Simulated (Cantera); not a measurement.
Input: 1 mol MgCO₃, 0.72 mol CO₂, 0.068 mol O₂, equilibrated at 1700 °C and 27.0 Torr.

Cantera equilibrium calculation (NASA polynomials, part measured and part estimated; ideal gas, pure solids and liquids). Candidate condensed phases: C, Mg, MgCO₃, MgO; 15 gas species. Rates play no part.

Base state: CO₂ 0.927, O₂ 0.0489, CO 0.0233, O 0.000632 (mole fractions); condensed: MgO(s).

**Question.** What changes in the equilibrium state with this change: temperature from 1700 °C to 1000 °C?

**Answer.** 
```
species        before    after
-----------  --------  -------
CO₂             0.927    0.962
O₂             0.0489   0.0380
CO             0.0233  2.29e-6
O            0.000632  1.11e-7
MgO(s), mol     1.000     1.00
```

**Question.** What changes in the equilibrium state with this change: temperature from 1700 °C to 450 °C?

**Answer.** 
| species | before | after |
|---|---|---|
| CO₂ | 0.927 | 0.962 |
| O₂ | 0.0489 | 0.0380 |
| CO | 0.0233 | <1e-9 |
| O | 0.000632 | <1e-9 |
| MgO(s), mol | 1.000 | 1.00 |

**Question.** What changes in the equilibrium state with this change: pressure from 27.0 Torr to 1 atm?

**Answer.** 
```csv
species,before,after
CO₂,0.927,0.955
O₂,0.0489,0.0404
CO,0.0233,0.00497
O,0.000632,0.000108
"MgO(s), mol",1.000,1.00
```
